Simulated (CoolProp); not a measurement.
100 sccm (0 °C, 1 atm) of nitrogen bubbles through liquid n-decane at 326.3 K and leaves saturated at a total pressure of 0.0304 MPa (ideal gas phase). Each further row changes one setting.

Values from CoolProp's reference Helmholtz-energy equation of state, Lemmon 2006. It is a short technical equation, of lower accuracy than the large ones.

| case | vapour pressure (kPa) | mole fraction of vapour | delivery (mg/min) | delivery (sccm) | change of delivery for a bath 1 K warmer (%) |
|---|---|---|---|---|---|
| as stated | 1.05 | 0.0346 | 22.7 | 3.58 | 5.9 |
| bath temperature 331.3 K | [?] | 0.0455 | 30.2 | [?] | 5.8 |
| total pressure 0.0608 MPa | 1.05 | 0.0173 | [?] | 1.76 | 5.8 |

Some entries are withheld; supply them.


- bath temperature 331.3 K, vapour pressure (kPa): 1.38
- bath temperature 331.3 K, delivery (sccm): 4.76
- total pressure 0.0608 MPa, delivery (mg/min): 11.2
